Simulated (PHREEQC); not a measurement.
A column of 1 m (30 cells, dispersivity 0.05 m, 60 s a shift, diffusion coefficient 3e-10 m²/s) holds 0.068 eq of the database's cation exchanger X per kg of pore water, first in equilibrium with 0.007 mol/kgw MnCl2, 0.00059 mol/kgw MgCl2 and 1e-05 mol/kgw HCl. It is flushed with 35 mmol/kgw (NH4)2SO4, 5.2 mmol/kgw KBr and 0.01 mmol/kgw HCl, at 15 °C. Values are for the last cell. No CO2 enters from the air. No solid was allowed to form.

The series has 31 steps of pore volumes, from 0 to 4.017.

The numbers come from PHREEQC with the ion-association model, phreeqc.dat.

Question: After how many pore volumes does NH4 at the outlet first reach half of its feed value?

Answer: By 1.9 pore volumes.

Question: After how many pore volumes does S at the outlet first reach half of its feed value?

Answer: By 1.1 pore volumes.

Question: After how many pore volumes does Br at the outlet first reach half of its feed value?

Answer: By 1.1 pore volumes.
